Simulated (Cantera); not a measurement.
A Cantera script and what it prints.

```python
import numpy as np
import cantera as ct

gas_names = [...]  # 110 gases of nasa_gas.yaml made of C, H, O
cond_names = """
    C(gr) C6H6(L) C7H8(L) C8H18(L),n-octa H2O(s) H2O(L)
""".split()


# ... load() reads the species with a 1 bar reference pressure and builds the phases ...
atoms = {
    'CH4': {'C': 1, 'H': 4},
    'H2O': {'H': 2, 'O': 1},
}
top_T = {'C(gr)': 4500}  # K; cautious upper limits of use, not melting points


# ... equilibrate(T, P, feed) seeds the gas with the atoms and calls Mixture.equilibrate('TP', solver="gibbs", rtol=1e-10, max_steps=50000) ...
results = []
feed = {'CH4': 1, 'H2O': 0.031}  # mol
T = 1348  # K
for P in [10, 56, 320, 1800, 10000, 56000, 320000, 1800000, 10000000]:
    mix = equilibrate(T, P, feed)
    results.append((T, P, feed, dict(zip(mix.species_names, mix.species_moles))))

top = {s: max(r[3][s] / sum(r[3][g] for g in gas_names) for r in results) for s in gas_names}
cols = sorted((s for s in top if top[s] > 0.0001), key=lambda s: -top[s])[:5]
seen = [c for c in cond_names if any(r[3].get(c, 0) > 1e-12 for r in results)]
print("log10 of partial pressures in bar; condensed amounts in mol")
print(f"{'P/Pa':>10s}" + "".join(f"{s[:9]:>10s}" for s in cols + seen))
for T, P, feed, n in results:
    ng = sum(n[g] for g in gas_names)
    print(f"{P:10.4g}" + "".join(f"{np.log10(max(n[s] / ng * P / 1e5, 1e-99)):10.3f}" for s in cols)
          + "".join(f"{n.get(c, 0):10.4g}" for c in seen))
```

It prints:

```
log10 of partial pressures in bar; condensed amounts in mol
      P/Pa        H2       CH4        CO       H2O         H     C(gr)
        10    -4.007   -10.247    -5.823   -12.064    -7.639     0.969
        56    -3.258    -8.751    -5.075   -10.567    -7.265     0.969
       320    -2.501    -7.237    -4.318    -9.053    -6.886     0.969
      1800    -1.751    -5.737    -3.568    -7.553    -6.511    0.9688
     1e+04    -1.007    -4.248    -2.823    -6.064    -6.139    0.9678
   5.6e+04    -0.260    -2.754    -2.075    -4.569    -5.766    0.9626
   3.2e+05     0.491    -1.253    -1.318    -3.061    -5.390    0.9341
   1.8e+06     1.209     0.184    -0.572    -1.597    -5.031    0.8105
     1e+07     1.843     1.452     0.137    -0.254    -4.714    0.5239
```

Method: chemical equilibrium by Gibbs-energy minimisation in Cantera with the NASA 1993 tables (ideal gas, pure condensed phases). The ideal-gas law is rough above about 30 bar.
